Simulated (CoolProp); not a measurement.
R124 along the isobar 14.9 bar: Z from the reference equation and from simpler models built on Tc = 395.4 K, pc = 36.24 bar, ω = 0.288; each cubic takes its own stable root.

Model: reference Helmholtz-energy equation of state, de Vries 1995, in CoolProp.

```json
[
 {"T (K)": "125.9", "phase": "liquid", "reference": "0.1057"},
 {"T (K)": "140.5", "phase": "liquid", "reference": "0.09667"},
 {"T (K)": "155.2", "phase": "liquid", "reference": "0.08940"},
 {"T (K)": "169.9", "phase": "liquid", "reference": "0.08345"},
 {"T (K)": "184.6", "phase": "liquid", "reference": "0.07854"},
 {"T (K)": "199.3", "phase": "liquid", "reference": "0.07444"},
 {"T (K)": "214", "phase": "liquid", "reference": "0.07100"},
 {"T (K)": "228.7", "phase": "liquid", "reference": "0.06812"},
 {"T (K)": "243.3", "phase": "liquid", "reference": "0.06573"},
 {"T (K)": "258", "phase": "liquid", "reference": "0.06374"},
 {"T (K)": "272.7", "phase": "liquid", "reference": "0.06214"},
 {"T (K)": "287.4", "phase": "liquid", "reference": "0.06092"},
 {"T (K)": "302.1", "phase": "liquid", "reference": "0.06008"},
 {"T (K)": "316.8", "phase": "liquid", "reference": "0.05966"}
]
```

Problem. How far does each simpler model (Redlich-Kwong, Soave-Redlich-Kwong) lie from the reference over these 14 states: mean and median of the absolute difference, and the worst?

Solution. 
- Redlich-Kwong: mean 13.7 %, median 13.3 %, worst +17.3 % at 316.8 K and 14.9 bar
- Soave-Redlich-Kwong: mean 10.4 %, median 10.0 %, worst +13.5 % at 125.9 K and 14.9 bar
